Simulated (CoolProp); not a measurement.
C2F6 (R116) along the isobar 3.77 MPa: density (kg/m³) from the reference equation and from simpler models built on Tc = 19.9 °C, pc = 3.048 MPa, ω = 0.257; each cubic takes its own stable root.

The numbers come from the reference Helmholtz-energy equation of state, Lemmon 2006 in CoolProp. It is a short technical equation, of lower accuracy than the large ones.

| T (°C) | phase | reference | Redlich-Kwong | Soave-Redlich-Kwong | Peng-Robinson |
|---|---|---|---|---|---|
| -5.55 | liquid | 1240 | 1094 | 1134 | ? |
| 6.85 | liquid | 1135 | ? | 1009 | 1132 |
| 19.35 | liquid | 976.9 | 827.5 | 829.3 | 918.2 |
| 31.75 | supercritical | 508.3 | 537.6 | 475.8 | 506.3 |
| 44.25 | supercritical | 338.7 | 355.6 | 331.0 | 348.9 |
| 56.65 | supercritical | 283.6 | 296.8 | 279.0 | 292.3 |
| 69.15 | supercritical | 250.9 | 262.3 | 247.5 | 258.2 |
| 81.55 | supercritical | 228.2 | 238.4 | ? | 234.4 |
| 93.95 | supercritical | 211.0 | 220.2 | 208.6 | 216.2 |
| 106.45 | supercritical | 197.1 | 205.5 | 194.9 | 201.5 |
| 118.85 | supercritical | 185.6 | 193.4 | 183.6 | 189.5 |
| 131.35 | supercritical | 175.8 | 183.0 | 173.9 | 179.2 |

**Question.** Some entries are withheld; supply them.

**Answer.** 
- -5.55, Peng-Robinson: 1278
- 6.85, Redlich-Kwong: 981.7
- 81.55, Soave-Redlich-Kwong: 225.5
